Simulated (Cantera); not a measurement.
An isothermal, constant-pressure homogeneous reactor starts with C₂H₄ : H₂ = 1 : 16 (molar parts), at 1898 K and 1330 Pa.

Computed with Cantera and GRI-Mech 3.0 (53 species, 325 reactions). GRI-Mech 3.0 was tuned for natural gas; its chemistry of ethylene as a main component is partial and can be far from experiment. GRI-Mech 3.0 stops at C3 and has no aromatics, soot or wall deposition, so with more carbon than oxygen in the feed, carbon stays in small species such as C2H2 where larger ones or solid carbon would form. Radical loss at walls, strong at low pressure, is not modelled.

x: mole fraction; the columns are a selection and need not sum to one.

```tsv
t (s)	x C₂H₄	x H₂	x C₂H	x C₂H₆	x H
0.000600	0.0530	0.941	___	1.93e-8	2.82e-5
0.00159	0.0442	0.942	___	2.07e-8	7.03e-5
0.00419	0.0259	0.943	___	1.68e-8	0.000150
0.0111	0.00524	0.944	___	4.54e-9	0.000255
0.0293	5.01e-5	0.944	___	6.42e-11	0.000509
0.0775	1.59e-5	0.943	___	3.17e-11	0.00122
0.205	1.14e-5	0.942	___	2.94e-11	0.00286
0.542	9.09e-6	0.939	___	2.37e-11	0.00540
1.43	8.47e-6	0.938	5.02e-6	2.59e-11	0.00657
3.79	8.45e-6	0.938	5.05e-6	4.63e-11	0.00661
10.0	8.45e-6	0.938	5.05e-6	7.89e-11	0.00660
26.5	8.45e-6	0.938	5.05e-6	8.40e-11	0.00660
70.0	8.45e-6	0.938	5.05e-6	8.40e-11	0.00660
```

**Question.** Some entries are withheld; supply them.

**Answer.** 
- 0.000600, x C₂H: 2.13e-9
- 0.00159, x C₂H: 1.34e-8
- 0.00419, x C₂H: 6.40e-8
- 0.0111, x C₂H: 1.77e-7
- 0.0293, x C₂H: 3.88e-7
- 0.0775, x C₂H: 9.28e-7
- 0.205, x C₂H: 2.18e-6
- 0.542, x C₂H: 4.13e-6
